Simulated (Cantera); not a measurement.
Feed: 1 mol CH3SiCl3, 14 mol H2, equilibrated at 33.0 mbar.

Equilibrium computed with Cantera from the NASA thermochemical tables; the gas is ideal and each condensed phase is pure. Candidate condensed phases: C, C6H6, C7H8, C8H18, Si, SiC; 109 gas species. The feed counts by its element totals alone. The tables' values for SiCl3, SiCl are old estimates; treat these amounts as uncertain. Equilibrium is a limit: real reactors are often held back by kinetics, nucleation or transport. All values below are at 1600 °C.

Base state: H2 0.824, HCl 0.169, SiCl2 0.00323, H 0.00322, Cl 0.000501, C2H2 (acetylene) 0.000257, SiCl3 4.05e-5, SiCl 1.71e-5 (mole fractions); condensed: C(graphite) + SiC(s).

### Question
What changes in the equilibrium state with this change: H2 from 14 to 6.9 mol?

### Answer
```csv
species,before,after
H2,0.824,0.705
HCl,0.169,0.280
SiCl2,0.00323,0.0103
SiCl3,4.05e-5,0.000233
SiCl,1.71e-5,3.07e-5
"C(graphite), mol",0.0472,0.101
"SiC(s), mol",0.944,0.894
```

### Question
What changes in the equilibrium state with this change: H2 from 14 to 1900 mol?

### Answer
```
species             before    after
----------------  --------  -------
H2                   0.824    0.995
H                  0.00322  0.00354
HCl                  0.169  0.00157
SiCl2              0.00323  8.80e-7
Si                 8.87e-6  3.40e-5
SiCl3              4.05e-5    <1e-9
Cl                0.000501  4.23e-6
SiCl               1.71e-5  5.54e-7
C2H2 (acetylene)  0.000257  2.12e-5
C(graphite), mol    0.0472        0
SiC(s), mol          0.944    0.907
```
